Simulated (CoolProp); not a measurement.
The fluid at 300 K and 0.981 MPa is throttled through a valve to 0.651 MPa with no heat exchange. The same conditions are run with several fluids, on thermodynamics alone (safety and materials aside).

Model: reference Helmholtz-energy equation of state of each fluid (octamethylcyclotetrasiloxane (D4): Thol 2015; c-C4F8 (RC318): Platzer 1990; cis-2-butene: Lemmon 2005; p-xylene: Zhou 2012; dimethyl carbonate: Zhou 2011), in CoolProp. The equations of Platzer and Polt are older, rougher fits.

```json
[
 {"fluid": "octamethylcyclotetrasiloxane (D4)", "temperature change (K)": "+0.1", "final density (kg/m³)": "949"},
 {"fluid": "c-C4F8 (RC318)", "temperature change (K)": "+0.0", "final density (kg/m³)": "1490"},
 {"fluid": "cis-2-butene", "temperature change (K)": "+0.1", "final density (kg/m³)": "___"},
 {"fluid": "p-xylene", "temperature change (K)": "___", "final density (kg/m³)": "___"},
 {"fluid": "dimethyl carbonate", "temperature change (K)": "+0.1", "final density (kg/m³)": "___"}
]
```

Problem. Complete the blanks.

Solution. 
- cis-2-butene, final density (kg/m³): 614
- p-xylene, temperature change (K): +0.2
- p-xylene, final density (kg/m³): 855
- dimethyl carbonate, final density (kg/m³): 1060
